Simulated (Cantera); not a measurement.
An isothermal, constant-pressure homogeneous reactor starts with 23.3 % NO, 76.7 % N2, at 1950 K and 23000 Pa.

Detailed kinetics in Cantera: GRI-Mech 3.0 (53 species, 325 reactions).

x: mole fraction; the columns are a selection and need not sum to one.

```csv
t (s),x NO,x NO2,x N2,x N2O,x O2,x O
3.00e-5,0.233,4.96e-9,0.767,2.97e-7,2.82e-10,2.96e-7
0.000114,0.233,6.60e-8,0.767,1.11e-6,4.02e-9,1.10e-6
0.000434,0.233,7.24e-7,0.767,3.97e-6,5.76e-8,3.95e-6
0.00165,0.233,5.29e-6,0.767,1.20e-5,1.02e-6,1.51e-5
0.00628,0.232,?,0.767,2.24e-5,?,?
0.0239,0.232,?,0.768,2.38e-5,?,?
0.0909,0.230,2.96e-5,0.769,2.34e-5,0.00118,7.04e-5
0.346,0.223,3.82e-5,0.772,2.17e-5,0.00479,9.05e-5
1.31,0.195,5.51e-5,0.786,1.62e-5,0.0188,0.000143
5.00,0.110,5.36e-5,0.829,4.95e-6,0.0613,0.000239
```

### Question
What belongs in the gaps?

### Answer

- 0.00628, x NO2: 2.09e-5
- 0.00628, x O2: 2.63e-5
- 0.00628, x O: 5.05e-5
- 0.0239, x NO2: 2.68e-5
- 0.0239, x O2: 0.000256
- 0.0239, x O: 6.42e-5
